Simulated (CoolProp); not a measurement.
Computed with CoolProp (reference Helmholtz-energy equation of state, Lemmon 2009).

Problem. For propane, give the phase and the expansivity (1/kK), viscosity (µPa s), conductivity (mW/(m K)) at 355.4 K and 664 kPa; 355.4 K and 5980 kPa.

Solution. 
- 355.4 K and 664 kPa: gas; expansivity 3.46, viscosity 9.74, conductivity 25.5
- 355.4 K and 5980 kPa: liquid; expansivity 6.16, viscosity 58.1, conductivity 75.5

Viscosity comes from a separate model (Vogel 1998). Thermal conductivity comes from a separate model (Marsh 2002).
